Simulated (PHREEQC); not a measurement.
A solution holds 0.0015 mol HF, 9e-05 mol H2SiF6, 0.00025 mol H3BO3 and 0.21 mol HNO3 per kg of water, at 25 °C. Closed to the air; pH follows from the charge balance.

Equilibrium calculation in PHREEQC: ion-association model, phreeqc.dat.

Question: The ionic strength comes out as 0.210 mol/kgw. What activity coefficients do BF4-, H+, F-, NO3- get?

Answer: BF4- 0.74, H+ 0.80, F- 0.70, NO3- 0.69.

Precipitation was switched off in this run. Species that the database lacks are ignored. SiF6-2 is the database's only silicon fluoride. Real BF4- forms and hydrolyses slowly; the run takes it at equilibrium.
